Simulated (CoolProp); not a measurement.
500 sccm (0 °C, 1 atm) of nitrogen bubbles through liquid m-xylene at 301.8 K and leaves saturated at a total pressure of 0.00595 MPa (ideal gas phase). Each further row changes one setting.

Model: reference Helmholtz-energy equation of state, Zhou 2012, in CoolProp.

| case | vapour pressure (kPa) | mole fraction of vapour | delivery (mg/min) | delivery (sccm) | change of delivery for a bath 1 K warmer (%) |
|---|---|---|---|---|---|
| as stated | 1.38 | 0.231 | (withheld) | (withheld) | 7.6 |
| bath temperature 306.8 K | (withheld) | (withheld) | (withheld) | (withheld) | 8.2 |
| total pressure 0.0119 MPa | 1.38 | 0.116 | (withheld) | 65.4 | (withheld) |

Question: What belongs in the gaps?

Answer: 
- as stated, delivery (mg/min): 712
- as stated, delivery (sccm): 150
- bath temperature 306.8 K, vapour pressure (kPa): 1.81
- bath temperature 306.8 K, mole fraction of vapour: 0.305
- bath temperature 306.8 K, delivery (mg/min): 1040
- bath temperature 306.8 K, delivery (sccm): 219
- total pressure 0.0119 MPa, delivery (mg/min): 310
- total pressure 0.0119 MPa, change of delivery for a bath 1 K warmer (%): 6.6
